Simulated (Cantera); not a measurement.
**Ignition delay**

Mixture: H₂ : O₂ : N₂ = 1 : 0.312 : 1.17 (molar parts), equivalence ratio 1.6, at 10.0 bar, adiabatic and at constant volume. Ignition delay is the time to a rise of 400 K.

Computed with Cantera and GRI-Mech 3.0 (53 species, 325 reactions). The hydrogen kinetics of GRI-Mech 3.0 are dated; newer H2 mechanisms differ, most at raised pressure.

| T0 (K) | delay (ms) |
|---|---|
| 1023 | 3.90 |
| 1098 | 0.738 |
| 1173 | 0.124 |
| 1248 | 0.0134 |
| 1323 | 0.00412 |
| 1398 | 0.00236 |
| 1473 | 0.00162 |

- apparent activation energy between 1323 and 1473 K: 100 kJ/mol
